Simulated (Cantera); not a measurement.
An adiabatic, constant-volume homogeneous reactor starts with CH₄ : H₂ : O₂ : N₂ = 1 : 0.039 : 2.24 : 8.44 (molar parts), at 998 K and 0.464 atm. Integrator tolerance rtol = 1e-08.

Model: GRI-Mech 3.0 (53 species, 325 reactions), integrated in Cantera. Below about 1000 K GRI-Mech 3.0 lacks low-temperature oxidation paths.

Question: What does this change do: 0.93 parts CO2 added?

Answer: 
```json
[
 {"quantity": "time of steepest temperature rise", "before": "0.876 s", "after": "0.980 s"},
 {"quantity": "temperature at 2.00 s", "before": "2674 K", "after": "2540 K"},
 {"quantity": "equilibrium temperature", "before": "2674 K", "after": "2540 K"},
 {"quantity": "x(CH₄) at 2.00 s", "before": "<1e-12 (gas-phase equilibrium <1e-12)", "after": "<1e-12 (gas-phase equilibrium <1e-12)"},
 {"quantity": "x(H₂) at 2.00 s", "before": "0.0105 (gas-phase equilibrium 0.0105)", "after": "0.00577 (gas-phase equilibrium 0.00577)"},
 {"quantity": "x(O₂) at 2.00 s", "before": "0.0265 (gas-phase equilibrium 0.0265)", "after": "0.0272 (gas-phase equilibrium 0.0272)"},
 {"quantity": "x(O) at 2.00 s", "before": "0.00465 (gas-phase equilibrium 0.00465)", "after": "0.00264 (gas-phase equilibrium 0.00264)"},
 {"quantity": "x(H) at 2.00 s", "before": "0.00468 (gas-phase equilibrium 0.00468)", "after": "0.00207 (gas-phase equilibrium 0.00207)"}
]
```
